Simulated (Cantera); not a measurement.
Charge: 1 mol HMDSO, 8.2 mol N2O, 0.92 mol H2, at 0.000150 bar.

Equilibrium computed with Cantera from the NASA thermochemical tables; the gas is ideal and each condensed phase is pure. Candidate condensed phases: C, C6H6, C7H8, C8H18, H2O, Si, SiC, SiO2, Si2N2O, Si3N4; 151 gas species. The feed counts by its element totals alone. Mutual solubility and eutectic melting of coexisting phases are not modelled. The tables hold silica as quartz up to 1696 K and as liquid above; real silica turns to tridymite and cristobalite and melts near 1996 K. The numbers say what is thermodynamically allowed, not how fast it happens.

### Question
Which condensed phases are stable at each of these points (T (°C)): 1052, 1077, 1102, 1127, 1152, 1177, 1202, 1227, 1252?

### Answer
```csv
T (°C),condensed phases,Si condensed (%)
1052,SiO2(β-quartz) + Si2N2O(s),97.7
1077,SiO2(β-quartz) + Si2N2O(s),94.5
1102,SiO2(β-quartz) + Si2N2O(s),87.5
1127,SiO2(β-quartz) + Si2N2O(s),72.0
1152,SiO2(β-quartz),60.0
1177,SiO2(β-quartz),60.0
1202,SiO2(β-quartz),59.9
1227,SiO2(β-quartz),59.8
1252,SiO2(β-quartz),59.6
```

From 1052 °C to 1127 °C the condensed part is SiO2(β-quartz) + Si2N2O(s). From 1152 °C to 1252 °C the condensed part is SiO2(β-quartz).
